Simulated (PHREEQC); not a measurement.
Synthetic water in mg/L, 51 °C, pH 2.8, pe 11:

| constituent | mg/L |
|---|---|
| Na | 92.4 |
| K | 5.74 |
| Ca | 176 |
| Mg | 29.7 |
| Cl | 93.7 |
| S(6) as SO4 | 790 |
| Si as SiO2 | 0.882 |

Valence states are taken as typed.

Model: ion-association model, wateq4f.dat, run in PHREEQC.

This is a speciation only: nothing precipitates in the calculation.

Predict the ionic strength.

ionic strength 0.0232 mol/kgw.

In which forms is S present?

SO4-2 65 %, CaSO4 15 %, HSO4- 12 %, MgSO4 6.2 %, NaSO4- 0.8 % of the S.

Away from 25 °C the constants follow the database's enthalpies or fits; those with neither stay at their 25 °C values.
